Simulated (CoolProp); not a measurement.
Saturation properties of propylene glycol (Tc = 674.0 K, pc = 7292 kPa, ω = 0.327).

The numbers come from the reference Helmholtz-energy equation of state, Eisenbach 2021 in CoolProp.

```json
[
 {"T (K)": "477.1", "p (kPa)": "162.0", "enthalpy of vaporisation (kJ/kg)": "682.3", "liquid cp (kJ/(kg K))": "3.461", "vapour Z": "___"},
 {"T (K)": "489.8", "p (kPa)": "___", "enthalpy of vaporisation (kJ/kg)": "___", "liquid cp (kJ/(kg K))": "3.531", "vapour Z": "0.9630"},
 {"T (K)": "502.6", "p (kPa)": "319.3", "enthalpy of vaporisation (kJ/kg)": "652.7", "liquid cp (kJ/(kg K))": "___", "vapour Z": "0.9528"},
 {"T (K)": "515.4", "p (kPa)": "435.6", "enthalpy of vaporisation (kJ/kg)": "636.7", "liquid cp (kJ/(kg K))": "3.679", "vapour Z": "0.9408"},
 {"T (K)": "528.2", "p (kPa)": "___", "enthalpy of vaporisation (kJ/kg)": "619.8", "liquid cp (kJ/(kg K))": "___", "vapour Z": "0.9268"},
 {"T (K)": "540.9", "p (kPa)": "768.4", "enthalpy of vaporisation (kJ/kg)": "601.8", "liquid cp (kJ/(kg K))": "3.842", "vapour Z": "0.9105"},
 {"T (K)": "553.7", "p (kPa)": "998.9", "enthalpy of vaporisation (kJ/kg)": "582.4", "liquid cp (kJ/(kg K))": "3.934", "vapour Z": "0.8917"},
 {"T (K)": "566.5", "p (kPa)": "1282", "enthalpy of vaporisation (kJ/kg)": "561.3", "liquid cp (kJ/(kg K))": "4.036", "vapour Z": "0.8699"},
 {"T (K)": "579.2", "p (kPa)": "1622", "enthalpy of vaporisation (kJ/kg)": "538.3", "liquid cp (kJ/(kg K))": "4.152", "vapour Z": "0.8452"},
 {"T (K)": "592", "p (kPa)": "___", "enthalpy of vaporisation (kJ/kg)": "512.7", "liquid cp (kJ/(kg K))": "4.292", "vapour Z": "0.8166"},
 {"T (K)": "604.8", "p (kPa)": "___", "enthalpy of vaporisation (kJ/kg)": "483.9", "liquid cp (kJ/(kg K))": "4.467", "vapour Z": "0.7835"},
 {"T (K)": "617.6", "p (kPa)": "3114", "enthalpy of vaporisation (kJ/kg)": "450.9", "liquid cp (kJ/(kg K))": "4.703", "vapour Z": "0.7450"}
]
```

Question: What belongs in the gaps?

Answer: 
- 477.1, vapour Z: 0.9713
- 489.8, p (kPa): 229.5
- 489.8, enthalpy of vaporisation (kJ/kg): 667.9
- 502.6, liquid cp (kJ/(kg K)): 3.603
- 528.2, p (kPa): 583.8
- 528.2, liquid cp (kJ/(kg K)): 3.758
- 592, p (kPa): 2035
- 604.8, p (kPa): 2528

It boils at 461.2 K under 1 atm.
